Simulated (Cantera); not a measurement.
An adiabatic, constant-pressure homogeneous reactor starts with H2 : O2 : N2 = 1 : 0.333 : 1.25 (molar parts), equivalence ratio 1.5, at 1148 K and 1130 Torr. Integrator tolerance rtol = 1e-08.

Computed with Cantera and the H2/O2 subset of GRI-Mech 3.0, which has no nitrogen chemistry.

What does this change do: initial temperature 1148 to 950 K?


```csv
quantity,before,after
time of steepest temperature rise,47.8 µs,31.5 ms
temperature at 0.700 s,2757 K,2661 K
equilibrium temperature,2757 K,2661 K
x(H2) at 0.700 s,0.143 (gas-phase equilibrium 0.143),0.144 (gas-phase equilibrium 0.144)
x(O2) at 0.700 s,0.000852 (gas-phase equilibrium 0.000852),0.000403 (gas-phase equilibrium 0.000403)
x(O) at 0.700 s,0.00110 (gas-phase equilibrium 0.00110),0.000504 (gas-phase equilibrium 0.000504)
x(HO2) at 0.700 s,7.75e-7 (gas-phase equilibrium 7.75e-7),3.62e-7 (gas-phase equilibrium 3.62e-7)
x(H) at 0.700 s,0.0219 (gas-phase equilibrium 0.0219),0.0153 (gas-phase equilibrium 0.0153)
x(H2O2) at 0.700 s,1.15e-7 (gas-phase equilibrium 1.15e-7),6.81e-8 (gas-phase equilibrium 6.81e-8)
x(H2O) at 0.700 s,0.276 (gas-phase equilibrium 0.276),0.284 (gas-phase equilibrium 0.284)
```

What does this change do: initial temperature 1148 to 1700 K?


```
quantity                                                              before                                    after
---------------------------------  -----------------------------------------  ---------------------------------------
time of steepest temperature rise                                    47.8 µs                                  5.06 µs
temperature at 0.700 s                                                2757 K                                   2964 K
equilibrium temperature                                               2757 K                                   2964 K
x(H2) at 0.700 s                         0.143 (gas-phase equilibrium 0.143)      0.143 (gas-phase equilibrium 0.143)
x(O2) at 0.700 s                   0.000852 (gas-phase equilibrium 0.000852)  0.00317 (gas-phase equilibrium 0.00317)
x(O) at 0.700 s                      0.00110 (gas-phase equilibrium 0.00110)  0.00462 (gas-phase equilibrium 0.00462)
x(HO2) at 0.700 s                    7.75e-7 (gas-phase equilibrium 7.75e-7)  2.97e-6 (gas-phase equilibrium 2.97e-6)
x(H) at 0.700 s                        0.0219 (gas-phase equilibrium 0.0219)    0.0440 (gas-phase equilibrium 0.0440)
x(H2O2) at 0.700 s                   1.15e-7 (gas-phase equilibrium 1.15e-7)  2.80e-7 (gas-phase equilibrium 2.80e-7)
x(H2O) at 0.700 s                        0.276 (gas-phase equilibrium 0.276)      0.248 (gas-phase equilibrium 0.248)
```
